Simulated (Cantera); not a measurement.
An isothermal, constant-pressure homogeneous reactor starts with 50.5 % NH3, 49.0 % H2, 0.430 % N2, at 1673 K and 6700 Pa.

Cantera simulation using the gas-phase N/H chemistry of the illustrative SiF4/NH3 mechanism in the Surface Chemkin manual (1991); the numbers are that mechanism's predictions, not measurements. Walls and surfaces, which speed up NH3 decomposition in real reactors, are not modelled.

x: mole fraction; the columns are a selection and need not sum to one.

| t (s) | x NH3 | x H2 | x N2 | x N2H2 | x NH2 | x N2H4 |
|---|---|---|---|---|---|---|
| 2.00e-5 | 0.505 | 0.490 | 0.00430 | <1e-12 | 1.40e-7 | <1e-12 |
| 0.000138 | 0.505 | 0.490 | 0.00430 | 7.91e-12 | 9.86e-7 | <1e-12 |
| 0.000946 | 0.505 | 0.490 | 0.00430 | 9.24e-10 | ? | 3.40e-11 |
| 0.00650 | 0.505 | 0.490 | 0.00430 | 5.77e-8 | 4.63e-5 | 1.63e-9 |
| 0.0447 | 0.504 | 0.491 | 0.00454 | 7.62e-7 | 0.000148 | 1.67e-8 |
| 0.308 | 0.497 | 0.496 | 0.00702 | 7.56e-7 | 0.000148 | 1.66e-8 |
| 2.11 | 0.449 | 0.528 | 0.0227 | 6.51e-7 | 0.000138 | 1.45e-8 |
| 14.5 | 0.249 | 0.662 | 0.0888 | 2.79e-7 | 9.27e-5 | 6.53e-9 |
| 100 | ? | ? | ? | ? | ? | 2.27e-10 |

**Question.** What belongs in the gaps?

**Answer.** 
- 0.000946, x NH2: 6.80e-6
- 100, x NH3: 0.0239
- 100, x H2: 0.813
- 100, x N2: 0.163
- 100, x N2H2: 1.12e-8
- 100, x NH2: 1.73e-5
